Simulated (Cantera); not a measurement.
## Premixed flame

A freely propagating, adiabatic, planar premixed flame of CH4 : H2 : O2 : N2 = 1 : 0.5 : 1.61 : 6.04 (molar parts), equivalence ratio 1.4, unburnt at 500 K and 2.60 bar; mixture-averaged transport, grid criteria slope 0.08 and curve 0.16, no radiation.

Model: GRI-Mech 3.0 (53 species, 325 reactions), integrated in Cantera. Burning velocities carry a grid error of a few per cent, more on coarse grids.

```json
[
 {"z (mm)": "-0.775", "T (K)": "501", "u (m/s)": "0.443", "x CH4": "0.109", "x H2": "0.0551", "x O2": "0.176", "x CH2CO": "<1e-8", "x CO2": "3.78e-7", "x N2O": "<1e-8"},
 {"z (mm)": "-0.517", "T (K)": "507", "u (m/s)": "0.450", "x CH4": "0.109", "x H2": "0.0558", "x O2": "0.175", "x CH2CO": "8.68e-8", "x CO2": "7.27e-6", "x N2O": "<1e-8"},
 {"z (mm)": "-0.388", "T (K)": "530", "u (m/s)": "0.470", "x CH4": "0.107", "x H2": "0.0568", "x O2": "0.174", "x CH2CO": "6.57e-7", "x CO2": "4.67e-5", "x N2O": "<1e-8"},
 {"z (mm)": "-0.258", "T (K)": "652", "u (m/s)": "0.581", "x CH4": "0.0999", "x H2": "0.0585", "x O2": "0.166", "x CH2CO": "9.51e-6", "x CO2": "0.000516", "x N2O": "<1e-8"},
 {"z (mm)": "-0.129", "T (K)": "1129", "u (m/s)": "1.02", "x CH4": "0.0682", "x H2": "0.0614", "x O2": "0.123", "x CH2CO": "0.000119", "x CO2": "0.00469", "x N2O": "1.37e-8"},
 {"z (mm)": "-0.0646", "T (K)": "1529", "u (m/s)": "1.40", "x CH4": "0.0387", "x H2": "0.0630", "x O2": "0.0789", "x CH2CO": "0.000292", "x CO2": "0.0107", "x N2O": "3.04e-8"},
 {"z (mm)": "0", "T (K)": "1884", "u (m/s)": "1.74", "x CH4": "0.0123", "x H2": "0.0635", "x O2": "0.0333", "x CH2CO": "0.000251", "x CO2": "0.0193", "x N2O": "4.11e-8"},
 {"z (mm)": "0.0646", "T (K)": "2055", "u (m/s)": "1.91", "x CH4": "0.00261", "x H2": "0.0628", "x O2": "0.00972", "x CH2CO": "6.16e-5", "x CO2": "0.0269", "x N2O": "3.02e-8"},
 {"z (mm)": "0.129", "T (K)": "2111", "u (m/s)": "1.96", "x CH4": "0.000667", "x H2": "0.0632", "x O2": "0.00263", "x CH2CO": "1.60e-5", "x CO2": "0.0317", "x N2O": "2.03e-8"},
 {"z (mm)": "0.258", "T (K)": "2139", "u (m/s)": "1.98", "x CH4": "9.70e-5", "x H2": "0.0650", "x O2": "0.000261", "x CH2CO": "2.96e-6", "x CO2": "0.0359", "x N2O": "1.37e-8"},
 {"z (mm)": "0.517", "T (K)": "2151", "u (m/s)": "1.99", "x CH4": "1.02e-5", "x H2": "0.0662", "x O2": "3.26e-5", "x CH2CO": "3.74e-7", "x CO2": "0.0376", "x N2O": "1.03e-8"},
 {"z (mm)": "1.03", "T (K)": "2159", "u (m/s)": "1.99", "x CH4": "9.52e-7", "x H2": "0.0667", "x O2": "1.47e-5", "x CH2CO": "2.83e-8", "x CO2": "0.0378", "x N2O": "<1e-8"},
 {"z (mm)": "2.07", "T (K)": "2165", "u (m/s)": "2.00", "x CH4": "7.17e-8", "x H2": "0.0668", "x O2": "6.67e-6", "x CH2CO": "<1e-8", "x CO2": "0.0377", "x N2O": "<1e-8"}
]
```
x: mole fraction of selected species; z is measured from the peak of heat release.

```yaml
laminar_burning_velocity: 44.2 cm/s
thermal_thickness: 0.258 mm
peak x(CH2CO): 0.000332
grid_points: 142
```
